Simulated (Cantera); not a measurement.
A Cantera script and what it prints.

```python
import numpy as np
import cantera as ct

gas_names = [...]  # 115 gases of nasa_gas.yaml made of C, Ca, H, O
cond_names = """
    C(gr) C6H6(L) C7H8(L) C8H18(L),n-octa Ca(a) Ca(b) Ca(L) CaCO3(caL) CaO(s) CaO(L) CaO2H2(s) H2O(s)
    H2O(L)
""".split()


# ... load() reads the species with a 1 bar reference pressure and builds the phases ...
atoms = {
    'Ca(OH)2': {'Ca': 1, 'O': 2, 'H': 2},
    'CO2': {'C': 1, 'O': 2},
}
top_T = {'C(gr)': 4500}  # K; cautious upper limits of use, not melting points


# ... equilibrate(T, P, feed) seeds the gas with the atoms and calls Mixture.equilibrate('TP', solver="vcs", rtol=1e-11, max_steps=5000) ...
results = []
feed = {'Ca(OH)2': 1, 'CO2': 0.29}  # mol
T = 1875  # K
P = 13332.2  # Pa
mix = equilibrate(T, P, feed)
results.append((T, P, feed, dict(zip(mix.species_names, mix.species_moles))))
print(gas.report(threshold=0.0001))
for i in range(1, mix.n_phases):
    print(f"{mix.phase(i).name:16s} {mix.phase_moles(i):12.5e} mol")
```

Result:

```
       temperature   1875 K
          pressure   13332 Pa
           density   0.020312 kg/m^3
  mean mol. weight   23.751 kg/kmol
   phase of matter   gas

                          1 kg             1 kmol
                     ---------------   ---------------
          enthalpy       -8.5052e+06       -2.0201e+08  J
   internal energy       -9.1615e+06        -2.176e+08  J
           entropy             12325        2.9274e+05  J/K
    Gibbs function       -3.1615e+07       -7.5089e+08  J
 heat capacity c_p              2213             52563  J/K
 heat capacity c_v              1863             44248  J/K

                      mass frac. Y      mole frac. X     chem. pot. / RT
                     ---------------   ---------------   ---------------
                CO         0.0051284         0.0043486           -42.028
               CO2           0.40659           0.21943           -60.118
                 H        4.6314e-06        0.00010913           -13.446
                H2        0.00031365         0.0036952           -26.892
               H2O           0.58175           0.76699           -44.983
                OH         0.0012645         0.0017659           -31.537
                O2         0.0048337         0.0035879           -36.182
     [ +108 minor]         0.0001134        6.7407e-05

C(gr)             0.00000e+00 mol
Ca(L)             0.00000e+00 mol
CaO(s)            9.99964e-01 mol
```

Equilibrium computed with Cantera from the NASA thermochemical tables; the gas is ideal and each condensed phase is pure.
